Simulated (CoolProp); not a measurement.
Fluorine along the isotherm -184.45 °C: fugacity coefficient from the reference equation and from simpler models built on Tc = -128.7 °C, pc = 52.40 bar, ω = 0.045; each cubic takes its own stable root.

The numbers come from the reference Helmholtz-energy equation of state, de Reuck 1990 in CoolProp.

```csv
p (bar),phase,reference,van der Waals,Redlich-Kwong,Soave-Redlich-Kwong,Peng-Robinson
16.7,liquid,0.09133,0.3002,0.08332,0.09299,0.09434
33.3,liquid,0.04852,0.1637,0.04424,0.04940,0.04978
50,liquid,0.03424,0.1185,0.03120,0.03485,0.03489
66.7,liquid,0.02719,0.09654,0.02476,0.02767,0.02752
83.3,liquid,0.02305,0.08390,0.02098,0.02345,0.02318
100,liquid,0.02034,0.07586,0.01850,0.02068,0.02031
117,liquid,0.01842,0.07044,0.01674,0.01872,0.01827
133,liquid,0.01712,0.06697,0.01555,0.01739,0.01687
150,liquid,0.01608,0.06447,0.01459,0.01633,0.01574
167,liquid,0.01530,0.06284,0.01388,0.01553,0.01487
183,liquid,0.01474,0.06191,0.01336,0.01495,0.01424
200,liquid,0.01429,0.06143,0.01293,0.01448,0.01370
```
